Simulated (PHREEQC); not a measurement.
Ultrapure water in contact with air or piping (model solution)

Model water analysis in mmol/kgw, 25 °C, pH 6.53, pe -0.3:

```csv
constituent,mmol/kgw
Na,0.00537
K,0.00302
Ca,0.00302
Mg,0.00569
Cl,0.00154
S(6),0.00216
Alkalinity (meq/kgw),0.0196
Ba,4.92e-05
Zn,5.44e-05
Br,2.14e-05
```

Valence states are taken as typed.

All values are PHREEQC results (ion-association model, wateq4f.dat), not measurements.

Precipitation was switched off in this run.

What charge-balance error does the model give?

charge-balance error 1.0 %.

In which forms is C present?

HCO3- 60 %, CO2 40 % of the C.
